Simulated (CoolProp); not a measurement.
Vapour-liquid equilibrium of benzene (1) + octamethylcyclotetrasiloxane (D4) (2) at 0.635 bar; x and y are mole fractions of (1).

Values from CoolProp's multi-fluid Helmholtz-energy mixture model, Thol 2012 and Thol 2015; pair parameters Bell 2016.

| x | bubble temperature, mixture model (K) | bubble temperature, Raoult's law (K) | y, mixture model | y, Raoult's law |
|---|---|---|---|---|
| 0.05 | 420.2 | 416.0 | 0.304 | 0.396 |
| 0.125 | 404.2 | 399.1 | 0.609 | 0.680 |
| 0.2 | 390.8 | 386.9 | 0.776 | 0.811 |
| 0.275 | 380.0 | 377.7 | 0.865 | 0.880 |
| 0.35 | 371.7 | 370.4 | 0.913 | 0.920 |
| 0.425 | 365.2 | 364.4 | 0.942 | 0.945 |
| 0.5 | 359.9 | 359.4 | 0.959 | 0.962 |
| 0.575 | 355.6 | 355.2 | 0.971 | 0.974 |
| 0.65 | 351.9 | 351.4 | 0.980 | 0.982 |
| 0.725 | 348.7 | 348.2 | 0.986 | 0.988 |
| 0.8 | 345.7 | 345.3 | 0.991 | 0.992 |
| 0.875 | 342.9 | 342.6 | 0.995 | 0.996 |
| 0.95 | 340.3 | 340.2 | 0.998 | 0.999 |

The largest gap from Raoult's law is +5.1 K in bubble temperature, at x = 0.125. No azeotrope shows between x = 0.05 and 0.95.

The pair parameters rest on a limited set of measurements; away from them the model extrapolates.
